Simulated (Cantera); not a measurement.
Input: 1 mol BN, 11 mol NF₃, 1.2 mol H₂, held at 923.15 K and 1.30e-5 bar.

Equilibrium computed with Cantera from the NASA thermochemical tables; the gas is ideal and each condensed phase is pure. Candidate condensed phases: B, BN; 31 gas species. The numbers say what is thermodynamically allowed, not how fast it happens.

Base state: F 0.741, N₂ 0.163, HF 0.0651, BF₃ 0.0271, F₂ 0.00385 (mole fractions); condensed: gas only.

What changes in the equilibrium state with this change: pressure from 1.30e-5 bar to 0.133 bar?


```tsv
species	before	after
F₂	0.00385	0.498
N₂	0.163	0.240
HF	0.0651	0.103
F	0.741	0.0832
NF₃	1.87e-9	0.0341
BF₃	0.0271	0.0428
```
